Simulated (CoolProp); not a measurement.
Dimethyl carbonate at 298.15 K and 0.00596 MPa is throttled through a valve to 0.00194 MPa with no heat exchange. Each further row changes one setting.

Values from CoolProp's reference Helmholtz-energy equation of state, Zhou 2011.

```csv
case,temperature change (K),final density (kg/m³)
as stated,-0.2,___
outlet pressure 0.000582 MPa,-0.2,___
outlet pressure 0.00252 MPa,-0.1,___
```

**Question.** Fill in the missing entries.

**Answer.** 
- as stated, final density (kg/m³): 0.0706
- outlet pressure 0.000582 MPa, final density (kg/m³): 0.0212
- outlet pressure 0.00252 MPa, final density (kg/m³): 0.0917
